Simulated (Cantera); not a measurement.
Feed: 1 mol MgO, 0.8 mol CH₄, 1.6 mol H₂, held at 2423.15 K and 0.100 bar.

These are equilibrium values from Cantera (NASA tables, ideal gas, pure condensed phases), not measurements of a reactor. Candidate condensed phases: C, C₆H₆, C₇H₈, C₈H₁₈, H₂O, Mg, MgCO₃, MgO, Mg(OH)₂; 116 gas species. The tables' values for MgH are old estimates; treat these amounts as uncertain. The numbers say what is thermodynamically allowed, not how fast it happens.

Base state: H₂ 0.569, Mg 0.194, CO 0.155, H 0.0423, H₂O 0.0359, CO₂ 0.00164, MgOH 0.00100, MgH 0.000891 (mole fractions); condensed: gas only.

What changes in the equilibrium state with this change: H₂ from 1.6 to 0.24 mol?


```
species        before     after
-----------  --------  --------
H₂              0.569     0.445
Mg              0.194     0.258
CO              0.155     0.216
H              0.0423    0.0374
H₂O            0.0359    0.0372
CO₂           0.00164   0.00301
Mg(OH)₂       1.29e-5   2.36e-5
MgO          0.000110  0.000194
MgOH          0.00100   0.00157
O             2.51e-5   3.32e-5
MgO(s), mol         0    0.0439
```
